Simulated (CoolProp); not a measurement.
Vapour pressure (bar) of R124: the reference equation beside estimates from Tc = 395.4 K, pc = 36.24 bar, ω = 0.288. Clausius-Clapeyron is anchored at 218.8 K with a constant enthalpy of vaporisation of 25.18 kJ/mol.

Model: reference Helmholtz-energy equation of state, de Vries 1995, in CoolProp.

```json
[
 {"T (K)": "198", "reference": "0.02528", "Lee-Kesler": "0.02450", "Clausius-Clapeyron": "0.02641", "van der Waals": "1.017", "Redlich-Kwong": "0.08351", "Soave-Redlich-Kwong": "0.02521", "Peng-Robinson": "0.02730"},
 {"T (K)": "204.9", "reference": "0.04326", "Lee-Kesler": "0.04195", "Clausius-Clapeyron": "0.04420", "van der Waals": "1.278", "Redlich-Kwong": "0.1325", "Soave-Redlich-Kwong": "0.04302", "Peng-Robinson": "0.04598"},
 {"T (K)": "211.8", "reference": "0.07100", "Lee-Kesler": "0.06899", "Clausius-Clapeyron": "0.07153", "van der Waals": "1.583", "Redlich-Kwong": "0.2024", "Soave-Redlich-Kwong": "0.07049", "Peng-Robinson": "0.07450"},
 {"T (K)": "218.8", "reference": "0.1130", "Lee-Kesler": "0.1101", "Clausius-Clapeyron": "0.1130", "van der Waals": "1.941", "Redlich-Kwong": "0.3005", "Soave-Redlich-Kwong": "0.1121", "Peng-Robinson": "0.1173"},
 {"T (K)": "225.7", "reference": "0.1728", "Lee-Kesler": "0.1689", "Clausius-Clapeyron": "0.1725", "van der Waals": "2.346", "Redlich-Kwong": "0.4306", "Soave-Redlich-Kwong": "0.1713", "Peng-Robinson": "0.1776"},
 {"T (K)": "232.6", "reference": "0.2564", "Lee-Kesler": "0.2514", "Clausius-Clapeyron": "0.2569", "van der Waals": "2.805", "Redlich-Kwong": "0.6008", "Soave-Redlich-Kwong": "0.2542", "Peng-Robinson": "0.2616"},
 {"T (K)": "239.6", "reference": "0.3721", "Lee-Kesler": "0.3664", "Clausius-Clapeyron": "0.3757", "van der Waals": "3.332", "Redlich-Kwong": "0.8222", "Soave-Redlich-Kwong": "0.3693", "Peng-Robinson": "0.3773"},
 {"T (K)": "246.5", "reference": "0.5243", "Lee-Kesler": "0.5180", "Clausius-Clapeyron": "0.5352", "van der Waals": "3.912", "Redlich-Kwong": "1.096", "Soave-Redlich-Kwong": "0.5208", "Peng-Robinson": "0.5289"},
 {"T (K)": "253.5", "reference": "0.7259", "Lee-Kesler": "0.7195", "Clausius-Clapeyron": "0.7513", "van der Waals": "4.567", "Redlich-Kwong": "1.440", "Soave-Redlich-Kwong": "0.7218", "Peng-Robinson": "0.7291"}
]
```

Absolute difference from the reference over all 9 rows, mean and median: Lee-Kesler 2.1 and 2.3 %, Clausius-Clapeyron 1.6 and 1.0 %, van der Waals 1638.5 and 1257.6 %, Redlich-Kwong 155.5 and 149.2 %, Soave-Redlich-Kwong 0.7 and 0.7 %, Peng-Robinson 3.4 and 2.8 %.
